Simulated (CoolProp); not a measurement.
Properties of benzene along the isotherm 620 K.

Model: reference Helmholtz-energy equation of state, Thol 2012, in CoolProp.

```csv
p (kPa),phase,cp (kJ/(kg K)),cv (kJ/(kg K)),Joule-Thomson coefficient (K/MPa),isothermal compressibility (1/MPa),Prandtl number,fugacity coefficient
2730,gas,2.251,2.027,6.520,0.4363,0.776,0.8678
5450,supercritical,2.705,2.086,8.287,0.3001,0.929,0.7423
8180,supercritical,4.006,2.140,7.331,0.2601,1.80,0.6216
10900,supercritical,3.268,2.106,2.646,0.06990,2.14,0.5248
13600,supercritical,2.933,2.088,1.338,0.03273,2.19,0.4617
16400,supercritical,2.786,2.079,0.8003,0.02040,2.23,0.4180
19100,supercritical,2.706,2.075,0.5248,0.01483,2.27,0.3887
21800,supercritical,2.654,2.072,0.3520,0.01161,2.29,0.3677
24500,supercritical,2.617,2.071,0.2332,0.009521,2.32,0.3524
```

The peak of cp marks the crossing from liquid-like to gas-like fluid above the critical point.

Viscosity comes from a separate model (Avgeri 2014). Thermal conductivity comes from a separate model (Assael 2012).
